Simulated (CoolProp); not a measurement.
Fluorine along the isobar 200 bar: Z from the reference equation and from simpler models built on Tc = -128.7 °C, pc = 52.40 bar, ω = 0.045; each cubic takes its own stable root.

Values from CoolProp's reference Helmholtz-energy equation of state, de Reuck 1990.

```json
[
 {"T (°C)": "-214.45", "phase": "liquid", "reference": "0.9165", "van der Waals": "1.327", "Redlich-Kwong": "0.9049", "Soave-Redlich-Kwong": "0.9136", "Peng-Robinson": "0.8157"},
 {"T (°C)": "-180.05", "phase": "liquid", "reference": "0.6544", "van der Waals": "0.9191", "Redlich-Kwong": "0.6457", "Soave-Redlich-Kwong": "0.6479", "Peng-Robinson": "0.5767"},
 {"T (°C)": "-145.55", "phase": "liquid", "reference": "0.5647", "van der Waals": "0.7578", "Redlich-Kwong": "0.5685", "Soave-Redlich-Kwong": "0.5677", "Peng-Robinson": "0.5066"},
 {"T (°C)": "-111.05", "phase": "supercritical", "reference": "0.5775", "van der Waals": "0.7052", "Redlich-Kwong": "0.5994", "Soave-Redlich-Kwong": "0.6040", "Peng-Robinson": "0.5489"},
 {"T (°C)": "-76.55", "phase": "supercritical", "reference": "0.7147", "van der Waals": "0.7318", "Redlich-Kwong": "0.7245", "Soave-Redlich-Kwong": "0.7481", "Peng-Robinson": "0.6972"},
 {"T (°C)": "-42.15", "phase": "supercritical", "reference": "0.8523", "van der Waals": "0.8066", "Redlich-Kwong": "0.8445", "Soave-Redlich-Kwong": "0.8789", "Peng-Robinson": "0.8299"},
 {"T (°C)": "-7.65", "phase": "supercritical", "reference": "0.9352", "van der Waals": "0.8770", "Redlich-Kwong": "0.9194", "Soave-Redlich-Kwong": "0.9569", "Peng-Robinson": "0.9116"},
 {"T (°C)": "26.85", "phase": "supercritical", "reference": "0.9823", "van der Waals": "0.9268", "Redlich-Kwong": "0.9642", "Soave-Redlich-Kwong": "1.002", "Peng-Robinson": "0.9613"}
]
```
